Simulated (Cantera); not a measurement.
A perfectly stirred reactor is fed with CH₄ : O₂ : N₂ = 0.0048 : 0.033 : 1 (molar parts), equivalence ratio 0.29, at 500000 Pa; it is held at 1550 K, and followed from long to short residence time.

Cantera simulation using GRI-Mech 3.0 (53 species, 325 reactions); the numbers are that mechanism's predictions, not measurements.

Problem. What does this change do: N2 1 to 5.1 parts?

Solution. 
```csv
quantity,before,after
x(CH₄) at τ = 5.90 s,2.34e-7,1.08e-7
x(O₂) at τ = 5.90 s,0.0225,0.00455
x(C₂H₄) at τ = 5.90 s,3.03e-11,1.28e-11
x(CH₂) at τ = 5.90 s,5.35e-11,5.42e-11
x(CO₂) at τ = 5.90 s,0.00462,0.000933
x(CH₄) at τ = 39.0 ms,7.84e-6,3.40e-6
x(O₂) at τ = 39.0 ms,0.0226,0.00457
x(C₂H₄) at τ = 39.0 ms,6.44e-9,1.65e-9
x(CH₂) at τ = 39.0 ms,6.10e-9,4.64e-9
x(CO₂) at τ = 39.0 ms,0.00452,0.000881
```

Problem. What does this change do: N2 1 to 2 parts?

Solution. 
```csv
quantity,before,after
x(CH₄) at τ = 5.90 s,2.34e-7,1.70e-7
x(O₂) at τ = 5.90 s,0.0225,0.0115
x(C₂H₄) at τ = 5.90 s,3.03e-11,2.23e-11
x(CH₂) at τ = 5.90 s,5.35e-11,5.53e-11
x(CO₂) at τ = 5.90 s,0.00462,0.00235
x(CH₄) at τ = 39.0 ms,7.84e-6,5.46e-6
x(O₂) at τ = 39.0 ms,0.0226,0.0115
x(C₂H₄) at τ = 39.0 ms,6.44e-9,3.54e-9
x(CH₂) at τ = 39.0 ms,6.10e-9,5.57e-9
x(CO₂) at τ = 39.0 ms,0.00452,0.00228
```
